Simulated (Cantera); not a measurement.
**Reactions in the system Cu-H-O**

Cantera with NASA thermochemical tables; ideal gases at 1 bar, condensed phases pure. Values are per mole of reaction as written; species without (g) are pure solids or liquids, kept so even where they would boil at 1 bar.

4 OH(g) + Cu2O → O(g) + 2 Cu(OH)2

```json
[
 {"T (K)": "300", "ΔH° (kJ)": "-638.2", "ΔS° (J/K)": "-449.3", "ΔG° (kJ)": "-503.4", "log10 K": "87.65"},
 {"T (K)": "748", "ΔH° (kJ)": "-619.7", "ΔS° (J/K)": "-413.2", "ΔG° (kJ)": "-310.6", "log10 K": "21.69"},
 {"T (K)": "823", "ΔH° (kJ)": "-615.6", "ΔS° (J/K)": "-408.0", "ΔG° (kJ)": "-279.8", "log10 K": "17.76"},
 {"T (K)": "898", "ΔH° (kJ)": "-611.4", "ΔS° (J/K)": "-403.1", "ΔG° (kJ)": "-249.4", "log10 K": "14.51"},
 {"T (K)": "973", "ΔH° (kJ)": "-607.1", "ΔS° (J/K)": "-398.6", "ΔG° (kJ)": "-219.3", "log10 K": "11.78"},
 {"T (K)": "1048", "ΔH° (kJ)": "-602.9", "ΔS° (J/K)": "-394.4", "ΔG° (kJ)": "-189.6", "log10 K": "9.45"},
 {"T (K)": "1123", "ΔH° (kJ)": "-598.8", "ΔS° (J/K)": "-390.6", "ΔG° (kJ)": "-160.2", "log10 K": "7.45"},
 {"T (K)": "1198", "ΔH° (kJ)": "-594.9", "ΔS° (J/K)": "-387.2", "ΔG° (kJ)": "-131.0", "log10 K": "5.71"},
 {"T (K)": "1273", "ΔH° (kJ)": "-591.2", "ΔS° (J/K)": "-384.2", "ΔG° (kJ)": "-102.1", "log10 K": "4.19"},
 {"T (K)": "1348", "ΔH° (kJ)": "-587.7", "ΔS° (J/K)": "-381.6", "ΔG° (kJ)": "-73.4", "log10 K": "2.84"}
]
```
